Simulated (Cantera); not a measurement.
A freely propagating, adiabatic, planar premixed flame of 22.6 % H2, 14.9 % O2, 62.5 % N2, equivalence ratio 0.76, unburnt at 400 K and 5.00 bar; mixture-averaged transport, grid criteria slope 0.08 and curve 0.16, no radiation.

Model: the H2/O2 subset of GRI-Mech 3.0, which has no nitrogen chemistry, integrated in Cantera. The hydrogen kinetics of GRI-Mech 3.0 are dated; newer H2 mechanisms differ, most at raised pressure. Burning velocities carry a grid error of a few per cent, more on coarse grids.

**Question.** Predict: laminar burning velocity; thermal thickness; peak x(O); peak x(HO2); peak x(H2O2).

**Answer.** 
- laminar burning velocity = 121 cm/s
- thermal thickness = 0.0654 mm
- peak x(O) = 0.00351
- peak x(HO2) = 0.000799
- peak x(H2O2) = 0.000164
